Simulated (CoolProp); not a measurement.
Vapour-liquid equilibrium of carbon dioxide (1) + carbonyl sulfide (2) at -44.15 °C; x and y are mole fractions of (1).

Model: multi-fluid Helmholtz-energy mixture model, Span 1996 and Lemmon 2006; pair parameters Bell 2016, in CoolProp.

Give the bubble pressure and the first vapour's composition at x = 0.05, 0.125, 0.275. Is there an azeotrope?

x = 0.05: 0.2062 MPa, y = 0.376; x = 0.125: 0.3011 MPa, y = 0.594; x = 0.275: 0.4467 MPa, y = 0.755. No azeotrope shows between x = 0.05 and 0.95.

The pair parameters rest on a limited set of measurements; away from them the model extrapolates.
